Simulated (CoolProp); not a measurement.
R115 along the isobar 7.18 MPa: density (kg/m³) from the reference equation and from simpler models built on Tc = 80.0 °C, pc = 3.129 MPa, ω = 0.248; each cubic takes its own stable root.

Computed with CoolProp (reference Helmholtz-energy equation of state, Lemmon 2016).

| T (°C) | phase | reference | van der Waals | Redlich-Kwong | Soave-Redlich-Kwong | Peng-Robinson |
|---|---|---|---|---|---|---|
| -23.65 | liquid | 1522 | 1001 | 1416 | 1457 | 1642 |
| -16.05 | liquid | 1496 | 988.0 | 1391 | 1432 | 1614 |
| -8.55 | liquid | 1471 | 975.1 | 1365 | 1406 | 1585 |
| -1.05 | liquid | 1445 | 961.9 | 1338 | 1379 | 1555 |
| 6.55 | liquid | 1418 | 948.2 | 1310 | 1350 | 1522 |
| 14.05 | liquid | 1390 | 934.3 | 1282 | 1320 | 1488 |
| 21.65 | liquid | 1361 | 919.8 | 1252 | 1289 | 1452 |
| 29.15 | liquid | 1331 | 905.0 | 1221 | 1256 | 1415 |
| 36.65 | liquid | 1300 | 889.9 | 1189 | 1221 | 1375 |
| 44.25 | liquid | 1268 | 874.0 | 1156 | 1184 | 1332 |
| 51.75 | liquid | 1234 | 857.8 | 1122 | 1146 | 1287 |
| 59.25 | liquid | 1198 | 841.0 | 1086 | 1105 | 1239 |
